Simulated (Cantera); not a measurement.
Feed: 1 mol Si3N4, 0.014 mol H2O, 4.3 mol H2, 0.017 mol N2O, at 0.180 Pa.

Method: chemical equilibrium by Gibbs-energy minimisation in Cantera with the NASA 1993 tables (ideal gas, pure condensed phases). Candidate condensed phases: H2O, Si, SiO2, Si2N2O, Si3N4; 35 gas species. Kinetics and transport are ignored.

Task: Which condensed phases are stable at each of these points (T (K)): 1400, 1450, 1500, 1550, 1600, 1650, 1700, 1750, 1800, 1850, 1900?

Result: 
```
T (K)  condensed phases  Si condensed (%)
-----  ----------------  ----------------
1400              Si(s)              98.9
1450              Si(s)              98.6
1500              Si(s)              97.7
1550              Si(s)              94.9
1600              Si(s)              86.5
1650              Si(s)              60.2
1700           gas only               0.0
1750           gas only               0.0
1800           gas only               0.0
1850           gas only               0.0
1900           gas only               0.0
```

From 1400 K to 1650 K the condensed part is Si(s). From 1700 K to 1900 K nothing is condensed.
